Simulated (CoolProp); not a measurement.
A Linde-Hampson liquefier for nitrogen: isothermal reversible compression at 200 K from 1 atm to 15 MPa, throttling to 1 atm, return gas leaving the recuperator 5 K below the feed. Each further row changes one setting.

The numbers come from the reference Helmholtz-energy equation of state, Span 2000 in CoolProp.

| case | liquid yield per pass | compression work (kJ/kg of gas) |
|---|---|---|
| as stated | 0.189 | 282 |
| high pressure 30 MPa | ___ | ___ |
| warm-end temperature 230 K | 0.122 | ___ |
| warm-end gap 10 K | 0.176 | 282 |

Task: Complete the blanks.

Result: 
- high pressure 30 MPa, liquid yield per pass: 0.245
- high pressure 30 MPa, compression work (kJ/kg of gas): 320
- warm-end temperature 230 K, compression work (kJ/kg of gas): 332
